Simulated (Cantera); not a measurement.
Feed: 1 mol Si, a varied amount of NF₃, 2.9 mol H₂, held at 1225 K and 750 Torr.

Method: chemical equilibrium by Gibbs-energy minimisation in Cantera with the NASA 1993 tables (ideal gas, pure condensed phases). Candidate condensed phases: Si, Si₃N₄; 37 gas species. Mutual solubility and eutectic melting of coexisting phases are not modelled. The numbers say what is thermodynamically allowed, not how fast it happens.

### Question
Which condensed phases are stable at each of these points (n(NF₃) (mol)): 0.59, 0.75, 0.91, 1.1, 1.2, 1.4, 1.5, 1.7, 1.8, 2, 2.2, 2.3, 2.5?

### Answer
```
n(NF₃) (mol)  condensed phases  Si condensed (%)
------------  ----------------  ----------------
0.59          Si(s) + Si₃N₄(s)              53.5
0.75                  Si₃N₄(s)              43.6
0.91                  Si₃N₄(s)              31.7
1.1                   Si₃N₄(s)              17.4
1.2                   Si₃N₄(s)               9.9
1.4                   gas only               0.0
1.5                   gas only               0.0
1.7                   gas only               0.0
1.8                   gas only               0.0
2                     gas only               0.0
2.2                   gas only               0.0
2.3                   gas only               0.0
2.5                   gas only               0.0
```

At 0.59 mol NF₃ the condensed part is Si(s) + Si₃N₄(s). From 0.75 mol NF₃ to 1.2 mol NF₃ the condensed part is Si₃N₄(s). From 1.4 mol NF₃ to 2.5 mol NF₃ nothing is condensed.
